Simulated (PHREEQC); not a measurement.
A column of 0.5 m (40 cells, dispersivity 0.018 m, 720 s a shift, diffusion coefficient 3e-10 m²/s) holds 0.077 eq of the database's cation exchanger X per kg of pore water, first in equilibrium with 0.0013 mol/kgw CdCl2, 0.011 mol/kgw CaCl2 and 1e-05 mol/kgw HCl. It is flushed with 0.053 mol LiCl, 0.0063 mol SrCl2 and 1e-05 mol HCl per kg of water, at 15 °C. Values are for the last cell. The system is closed to CO2. No solid was allowed to form.

The series has 34 steps of pore volumes, from 0 to 4.963.

All values are PHREEQC results (ion-association model, phreeqc.dat), not measurements.

Question: After how many pore volumes does Li at the outlet first reach half of its feed value?

Answer: By 1.2 pore volumes.
